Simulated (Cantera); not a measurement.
## Thermodynamics of hydrogen reduction and annealing atmospheres, feed Al2O3 + H2 + H2O

A closed system holds: 1 mol Al2O3, 30 mol H2, 0.079 mol H2O, held at 1852 °C and 7.20 bar.

Equilibrium computed with Cantera from the NASA thermochemical tables; the gas is ideal and each condensed phase is pure. Candidate condensed phases: Al, Al2O3, H2O; 19 gas species. Gases not in the tables: Al(OH)3. Kinetics and transport are ignored.

The x(H2) comes out as 0.996 and the x(H2O) is 0.00263. The x(H) is 0.00135 and the x(AlOH) is 2.50e-6. The n(Al2O3(s)) is 1.000 mol, the gas amount is 30.10 mol and the log10 activity of Al(l) (absent) is -3.61.
